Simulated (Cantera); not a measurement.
# Hydrocarbon pyrolysis for carbon deposition

A perfectly stirred reactor is fed with CH4 : H2 = 1 : 45 (molar parts), at 2670 Pa; it is held at 1900 K, and followed from long to short residence time.

Cantera simulation using GRI-Mech 3.0 (53 species, 325 reactions); the numbers are that mechanism's predictions, not measurements. GRI-Mech 3.0 stops at C3 and has no aromatics, soot or wall deposition, so with more carbon than oxygen in the feed, carbon stays in small species such as C2H2 where larger ones or solid carbon would form. Radical loss at walls, strong at low pressure, is not modelled.

```csv
τ (s),x CH4,x H2,x CH3,x C2H4,x CH2,x C2H6
25,0.000617,0.984,5.94e-5,3.38e-6,3.44e-7,3.24e-9
8.1,0.00110,0.984,0.000103,3.55e-6,5.76e-7,9.89e-9
2.6,0.00198,0.984,0.000178,4.16e-6,9.43e-7,3.07e-8
0.86,0.00353,0.983,0.000298,6.00e-6,1.45e-6,9.10e-8
0.28,0.00626,0.982,0.000483,1.13e-5,2.08e-6,2.57e-7
0.092,0.0105,0.980,0.000712,2.29e-5,2.60e-6,6.18e-7
0.030,0.0157,0.978,0.000875,3.87e-5,2.56e-6,1.08e-6
0.0098,0.0198,0.977,0.000723,3.67e-5,1.42e-6,9.51e-7
0.0032,0.0213,0.978,0.000324,1.12e-5,2.81e-7,2.66e-7
0.0010,0.0216,0.978,0.000106,9.25e-7,3.06e-8,3.30e-8
```
x: mole fraction; the columns are a selection and need not sum to one.
